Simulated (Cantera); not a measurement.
Low-pressure radical oxidation in H2/O2

An isothermal, constant-pressure homogeneous reactor starts with 7.15 % H2, 92.9 % O2, at 1075 K and 0.00188 atm.

Detailed kinetics in Cantera: the H2/O2 subset of GRI-Mech 3.0, which has no nitrogen chemistry. Radical loss at walls, strong at low pressure, is not modelled. The temperature is held fixed by assumption; the heat of reaction is taken as removed at once.

```csv
t (s),x H2,x O2,x OH,x H,x H2O,x H2O2,x O
1.00e-6,0.0715,0.929,<1e-12,<1e-12,<1e-12,<1e-12,<1e-12
5.09e-6,0.0715,0.929,<1e-12,3.14e-12,<1e-12,<1e-12,<1e-12
2.60e-5,0.0715,0.929,<1e-12,1.57e-11,<1e-12,<1e-12,<1e-12
0.000132,0.0715,0.929,7.73e-12,7.43e-11,<1e-12,<1e-12,8.25e-12
0.000674,0.0715,0.929,1.29e-10,3.27e-10,8.13e-11,<1e-12,1.71e-10
0.00343,0.0715,0.929,2.90e-9,4.23e-9,7.43e-9,<1e-12,5.31e-9
0.0175,0.0709,0.928,0.000124,0.000177,0.000413,1.69e-10,0.000236
0.0891,0.00143,0.881,0.00280,0.0167,0.0606,1.45e-8,0.0373
0.454,0.000986,0.898,0.00234,0.00888,0.0661,1.69e-8,0.0242
2.31,0.000198,0.921,0.00106,0.000734,0.0728,1.97e-8,0.00454
11.8,9.59e-6,0.926,0.000234,7.82e-6,0.0740,1.04e-8,0.000220
60.0,5.58e-7,0.926,5.67e-5,1.11e-7,0.0741,2.62e-9,1.29e-5
```
x: mole fraction; the columns are a selection and need not sum to one.

Equilibrium at this temperature and pressure: H2 1.25e-9, O2 0.926, OH 2.70e-6, H 1.20e-11, H2O 0.0741, H2O2 2.14e-11, O 2.91e-8 (gas phase only).
